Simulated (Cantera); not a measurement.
A Cantera script and what it prints.

```python
import numpy as np
import cantera as ct

gas_names = """
    CL CL2 H HCL H2 N NH NH2 NH3 N2 N2H2 N2H4 Si SiCL SiCL2 SiCL3 SiCL4 SiH SiHCL3 SiH2 SiH2CL2 SiH3
    SiH3CL SiH4 SiN Si2 Si2N Si3
""".split()
cond_names = """
    NH4CL(a) NH4CL(b) Si(cr) Si(L) Si3N4(a)
""".split()


# ... load() reads the species with a 1 bar reference pressure and builds the phases ...
atoms = {
    'Si3N4': {'Si': 3, 'N': 4},
    'HCl': {'H': 1, 'CL': 1},
    'H2': {'H': 2},
}
top_T = {'Si3N4(a)': 2400}  # K; cautious upper limits of use, not melting points


# ... equilibrate(T, P, feed) seeds the gas with the atoms and calls Mixture.equilibrate('TP', solver="vcs", rtol=1e-11, max_steps=5000) ...
results = []
P = 23  # Pa
for T in [1273, 1298, 1323, 1348, 1373, 1398, 1423, 1448, 1473, 1498, 1523, 1548, 1573, 1598]:
    for m in [6.6, 8.3, 10, 13, 16, 20, 26, 32, 40, 50, 63]:
        feed = {'Si3N4': 1, 'HCl': m, 'H2': 0.51}  # mol
        mix = equilibrate(T, P, feed)
        results.append((T, P, feed, dict(zip(mix.species_names, mix.species_moles))))

for T, P, feed, n in results:
    print(f"{T:7g} {feed['HCl']:10.4g}  " + (" + ".join(c for c in cond_names if n.get(c, 0) > 1e-12) or "gas only"))
```

Output:

```
   1273        6.6  Si3N4(a)
   1273        8.3  Si3N4(a)
   1273         10  Si3N4(a)
   1273         13  Si3N4(a)
   1273         16  Si3N4(a)
   1273         20  gas only
   1273         26  gas only
   1273         32  gas only
   1273         40  gas only
   1273         50  gas only
   1273         63  gas only
   1298        6.6  Si3N4(a)
   1298        8.3  Si3N4(a)
   1298         10  Si3N4(a)
   1298         13  Si3N4(a)
   1298         16  gas only
   1298         20  gas only
   1298         26  gas only
   1298         32  gas only
   1298         40  gas only
   1298         50  gas only
   1298         63  gas only
   1323        6.6  Si3N4(a)
   1323        8.3  Si3N4(a)
   1323         10  Si3N4(a)
   1323         13  gas only
   1323         16  gas only
   1323         20  gas only
   1323         26  gas only
   1323         32  gas only
   1323         40  gas only
   1323         50  gas only
   1323         63  gas only
   1348        6.6  Si3N4(a)
   1348        8.3  Si3N4(a)
   1348         10  Si3N4(a)
   1348         13  gas only
   1348         16  gas only
   1348         20  gas only
   1348         26  gas only
   1348         32  gas only
   1348         40  gas only
   1348         50  gas only
   1348         63  gas only
   1373        6.6  Si3N4(a)
   1373        8.3  Si3N4(a)
   1373         10  Si3N4(a)
   1373         13  gas only
   1373         16  gas only
   1373         20  gas only
   1373         26  gas only
   1373         32  gas only
   1373         40  gas only
   1373         50  gas only
   1373         63  gas only
   1398        6.6  Si3N4(a)
   1398        8.3  Si3N4(a)
   1398         10  gas only
   1398         13  gas only
   1398         16  gas only
   1398         20  gas only
   1398         26  gas only
   1398         32  gas only
   1398         40  gas only
   1398         50  gas only
   1398         63  gas only
   1423        6.6  Si3N4(a)
   1423        8.3  Si3N4(a)
   1423         10  gas only
   1423         13  gas only
   1423         16  gas only
   1423         20  gas only
   1423         26  gas only
   1423         32  gas only
   1423         40  gas only
   1423         50  gas only
   1423         63  gas only
   1448        6.6  Si3N4(a)
   1448        8.3  Si3N4(a)
   1448         10  gas only
   1448         13  gas only
   1448         16  gas only
   1448         20  gas only
   1448         26  gas only
   1448         32  gas only
   1448         40  gas only
   1448         50  gas only
   1448         63  gas only
   1473        6.6  Si3N4(a)
   1473        8.3  gas only
   1473         10  gas only
   1473         13  gas only
   1473         16  gas only
   1473         20  gas only
   1473         26  gas only
   1473         32  gas only
   1473         40  gas only
   1473         50  gas only
   1473         63  gas only
   1498        6.6  Si(cr) + Si3N4(a)
   1498        8.3  gas only
   1498         10  gas only
   1498         13  gas only
   1498         16  gas only
   1498         20  gas only
   1498         26  gas only
   1498         32  gas only
   1498         40  gas only
   1498         50  gas only
   1498         63  gas only
   1523        6.6  Si(cr)
   1523        8.3  gas only
   1523         10  gas only
   1523         13  gas only
   1523         16  gas only
   1523         20  gas only
   1523         26  gas only
   1523         32  gas only
   1523         40  gas only
   1523         50  gas only
   1523         63  gas only
   1548        6.6  Si(cr)
   1548        8.3  gas only
   1548         10  gas only
   1548         13  gas only
   1548         16  gas only
   1548         20  gas only
   1548         26  gas only
   1548         32  gas only
   1548         40  gas only
   1548         50  gas only
   1548         63  gas only
   1573        6.6  Si(cr)
   1573        8.3  gas only
   1573         10  gas only
   1573         13  gas only
   1573         16  gas only
   1573         20  gas only
   1573         26  gas only
   1573         32  gas only
   1573         40  gas only
   1573         50  gas only
   1573         63  gas only
   1598        6.6  Si(cr)
   1598        8.3  gas only
   1598         10  gas only
   1598         13  gas only
   1598         16  gas only
   1598         20  gas only
   1598         26  gas only
   1598         32  gas only
   1598         40  gas only
   1598         50  gas only
   1598         63  gas only
```

Method: chemical equilibrium by Gibbs-energy minimisation in Cantera with the NASA 1993 tables (ideal gas, pure condensed phases). Mutual solubility and eutectic melting of coexisting phases are not modelled. The tables' values for SiCl3 are old estimates.
